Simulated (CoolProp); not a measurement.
Computed with CoolProp (reference Helmholtz-energy equation of state, Thol 2012).

For benzene, give the phase and the density (kg/m³), cv (kJ/(kg K)), isothermal compressibility (1/MPa), viscosity (µPa s) at 99.85 °C and 14000 kPa.


- 99.85 °C and 14000 kPa: liquid; density 809, cv 1.43, isothermal compressibility 0.00148, viscosity 303

Viscosity comes from a separate model (Avgeri 2014).
